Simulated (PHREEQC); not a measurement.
Model water analysis in mg/kgw, 14 °C, pH 6.19, pe -2:

```tsv
constituent	mg/kgw
Na	1.4
K	1.18
Ca	13.4
Mg	0.0295
Cl	2.74
S(6) as SO4	6.02
Alkalinity as HCO3	34.6
Br	0.00742
Ba	0.0356
```

Valence states are taken as typed.

The numbers come from PHREEQC with the ion-association model, phreeqc.dat.

The ionic strength is 0.00115 mol/kgw and the charge-balance error comes out as -0.5 %.

```json
[
 {"species": "CO2", "molality": "0.000941", "activity": "0.000941", "log γ": "0.000"},
 {"species": "HCO3-", "molality": "0.000566", "activity": "0.000545", "log γ": "-0.016"},
 {"species": "Ca+2", "molality": "0.000330", "activity": "0.000285", "log γ": "-0.064"},
 {"species": "Cl-", "molality": "7.73e-5", "activity": "7.44e-5", "log γ": "-0.016"},
 {"species": "Na+", "molality": "6.09e-5", "activity": "5.86e-5", "log γ": "-0.016"},
 {"species": "SO4-2", "molality": "6.02e-5", "activity": "5.19e-5", "log γ": "-0.064"},
 {"species": "K+", "molality": "3.02e-5", "activity": "2.91e-5", "log γ": "-0.016"},
 {"species": "CaSO4", "molality": "2.41e-6", "activity": "2.41e-6", "log γ": "0.000"},
 {"species": "CaHCO3+", "molality": "1.66e-6", "activity": "1.60e-6", "log γ": "-0.016"},
 {"species": "Mg+2", "molality": "1.20e-6", "activity": "1.03e-6", "log γ": "-0.064"},
 {"species": "H+", "molality": "6.69e-7", "activity": "6.46e-7", "log γ": "-0.015"},
 {"species": "Ba+2", "molality": "2.53e-7", "activity": "2.18e-7", "log γ": "-0.065"},
 {"species": "Br-", "molality": "9.29e-8", "activity": "8.94e-8", "log γ": "-0.016"}
]
```

This is a speciation only: nothing precipitates in the calculation. Complexes and solids missing from the database can't appear. Away from 25 °C the constants follow the database's enthalpies or fits; those with neither stay at their 25 °C values.
